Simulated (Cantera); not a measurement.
A Cantera script and what it prints.

```python
import numpy as np
import cantera as ct

gas_names = """
    CL CL2 H HCL H2 Si SiCL SiCL2 SiCL3 SiCL4 SiH SiHCL3 SiH2 SiH2CL2 SiH3 SiH3CL SiH4 Si2 Si3
""".split()
cond_names = """
    Si(cr) Si(L)
""".split()


# ... load() reads the species with a 1 bar reference pressure and builds the phases ...
atoms = {
    'Si': {'Si': 1},
    'Cl2': {'CL': 2},
    'H2': {'H': 2},
}
top_T = {}  # K; cautious upper limits of use, not melting points


# ... equilibrate(T, P, feed) seeds the gas with the atoms and calls Mixture.equilibrate('TP', solver="vcs", rtol=1e-11, max_steps=5000) ...
results = []
T = 973.15  # K
P = 5900  # Pa
for m in [0.12, 0.17, 0.24, 0.33, 0.46, 0.64, 0.89, 1.2, 1.7, 2.4, 3.4, 4.7, 6.6]:
    feed = {'Si': 1, 'Cl2': 0.77, 'H2': m}  # mol
    mix = equilibrate(T, P, feed)
    results.append((T, P, feed, dict(zip(mix.species_names, mix.species_moles))))

top = {s: max(r[3][s] / sum(r[3][g] for g in gas_names) for r in results) for s in gas_names}
cols = sorted((s for s in top if top[s] > 0.001), key=lambda s: -top[s])[:6]
seen = [c for c in cond_names if any(r[3].get(c, 0) > 1e-12 for r in results)]
print("log10 of partial pressures in bar; condensed amounts in mol")
print(f"{'n(H2)':>10s}" + "".join(f"{s[:9]:>10s}" for s in cols + seen))
for T, P, feed, n in results:
    ng = sum(n[g] for g in gas_names)
    print(f"{feed['H2']:10.4g}" + "".join(f"{np.log10(max(n[s] / ng * P / 1e5, 1e-99)):10.3f}" for s in cols)
          + "".join(f"{n.get(c, 0):10.4g}" for c in seen))
```

Output:

```
log10 of partial pressures in bar; condensed amounts in mol
     n(H2)        H2     SiCL4    SiHCL3       HCL     SiCL3     SiCL2    Si(cr)
      0.12    -1.921    -1.374    -2.472    -3.073    -3.425    -4.019    0.6083
      0.17    -1.798    -1.420    -2.444    -3.023    -3.459    -4.041    0.6074
      0.24    -1.689    -1.477    -2.433    -2.983    -3.502    -4.070    0.6065
      0.33    -1.601    -1.541    -2.437    -2.955    -3.550    -4.102    0.6057
      0.46    -1.523    -1.620    -2.457    -2.935    -3.610    -4.142     0.605
      0.64    -1.458    -1.712    -2.494    -2.926    -3.678    -4.188    0.6043
      0.89    -1.405    -1.815    -2.545    -2.925    -3.756    -4.239    0.6039
       1.2    -1.366    -1.918    -2.603    -2.932    -3.833    -4.291    0.6037
       1.7    -1.331    -2.048    -2.682    -2.947    -3.930    -4.356     0.604
       2.4    -1.305    -2.185    -2.772    -2.968    -4.033    -4.424    0.6047
       3.4    -1.285    -2.332    -2.872    -2.995    -4.143    -4.498    0.6062
       4.7    -1.272    -2.474    -2.972    -3.023    -4.250    -4.569    0.6085
       6.6    -1.261    -2.628    -3.083    -3.057    -4.366    -4.646    0.6121
```

Equilibrium computed with Cantera from the NASA thermochemical tables; the gas is ideal and each condensed phase is pure. The tables' values for SiCl3 are old estimates; treat these amounts as uncertain.
